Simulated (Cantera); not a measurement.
A Cantera script and what it prints.

```python
import numpy as np
import cantera as ct

gas_names = """
    H HO2 H2 H2O H2O2 O OH O2 O3 Si SiH SiH2 SiH3 SiH4 SiO SiO2 Si2 Si3
""".split()
cond_names = """
    H2O(s) H2O(L) Si(cr) Si(L) SiO2(Lqz) SiO2(hqz) SiO2(L)
""".split()


# ... load() reads the species with a 1 bar reference pressure and builds the phases ...
atoms = {
    'SiO2': {'Si': 1, 'O': 2},
    'H2': {'H': 2},
}
top_T = {}  # K; cautious upper limits of use, not melting points


# ... equilibrate(T, P, feed) seeds the gas with the atoms and calls Mixture.equilibrate('TP', solver="vcs", rtol=1e-11, max_steps=5000) ...
results = []
feed = {'SiO2': 1, 'H2': 7.2}  # mol
P = 41000  # Pa
for T in [723, 773, 823, 873, 923, 973, 1023, 1073, 1123, 1173, 1223, 1273, 1323]:
    mix = equilibrate(T, P, feed)
    results.append((T, P, feed, dict(zip(mix.species_names, mix.species_moles))))
    x = sorted(zip(gas.X, gas.species_names), reverse=True)
    print(f"T = {T:g} K  P = {P:g} Pa  gas = {mix.phase_moles(0):.4g} mol")
    print("   x: " + "  ".join(f"{s} {v:.3e}" for v, s in x if v > 1e-05))
    print("   condensed (mol): " + ("  ".join(f"{mix.phase(i).name} {mix.phase_moles(i):.4g}"
          for i in range(1, mix.n_phases) if mix.phase_moles(i) > 1e-12) or "none"))
```

Result:

```
T = 723 K  P = 41000 Pa  gas = 7.2 mol
   x: H2 1.000e+00
   condensed (mol): SiO2(Lqz) 1
T = 773 K  P = 41000 Pa  gas = 7.2 mol
   x: H2 1.000e+00
   condensed (mol): SiO2(Lqz) 1
T = 823 K  P = 41000 Pa  gas = 7.2 mol
   x: H2 1.000e+00
   condensed (mol): SiO2(Lqz) 1
T = 873 K  P = 41000 Pa  gas = 7.2 mol
   x: H2 1.000e+00
   condensed (mol): SiO2(hqz) 1
T = 923 K  P = 41000 Pa  gas = 7.2 mol
   x: H2 1.000e+00
   condensed (mol): SiO2(hqz) 1
T = 973 K  P = 41000 Pa  gas = 7.2 mol
   x: H2 1.000e+00
   condensed (mol): SiO2(hqz) 1
T = 1023 K  P = 41000 Pa  gas = 7.2 mol
   x: H2 1.000e+00
   condensed (mol): SiO2(hqz) 1
T = 1073 K  P = 41000 Pa  gas = 7.2 mol
   x: H2 1.000e+00
   condensed (mol): SiO2(hqz) 1
T = 1123 K  P = 41000 Pa  gas = 7.2 mol
   x: H2 1.000e+00
   condensed (mol): SiO2(hqz) 1
T = 1173 K  P = 41000 Pa  gas = 7.2 mol
   x: H2 1.000e+00
   condensed (mol): SiO2(hqz) 1
T = 1223 K  P = 41000 Pa  gas = 7.2 mol
   x: H2 1.000e+00
   condensed (mol): SiO2(hqz) 1
T = 1273 K  P = 41000 Pa  gas = 7.2 mol
   x: H2 1.000e+00
   condensed (mol): SiO2(hqz) 1
T = 1323 K  P = 41000 Pa  gas = 7.2 mol
   x: H2 1.000e+00
   condensed (mol): SiO2(hqz) 1
```

Cantera equilibrium calculation (NASA polynomials, part measured and part estimated; ideal gas, pure solids and liquids). The tables hold silica as quartz up to 1696 K and as liquid above; real silica turns to tridymite and cristobalite and melts near 1996 K.
